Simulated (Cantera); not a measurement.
Feed: 1 mol CH3Cl, 0.18 mol F2, held at 1348.15 K and 1.00 Torr.

Method: chemical equilibrium by Gibbs-energy minimisation in Cantera with the NASA 1993 tables (ideal gas, pure condensed phases). Rates play no part.

```csv
species,before,after
H,3.89e-5,0.564
Cl,3.96e-5,0.221
HF,0.165,0.0737
HCl,0.459,0.0135
H2,0.376,0.0236
C3,<1e-9,0.0628
C,<1e-9,0.0179
F,<1e-9,0.00992
C2,<1e-9,0.00811
C2H,<1e-9,0.00291
CF,<1e-9,0.000800
C5,<1e-9,0.000594
C4,<1e-9,0.000142
"C(graphite), mol",1.000,0
```
Gas species are given as mole fractions.

What was changed between the two runs?
A) temperature from 1348.15 K to 2323 K
B) F2 from 0.18 to 0.25 mol
C) temperature from 1348.15 K to 2948 K
D) 0.3 mol Cl2 added

C, temperature from 1348.15 K to 2948 K
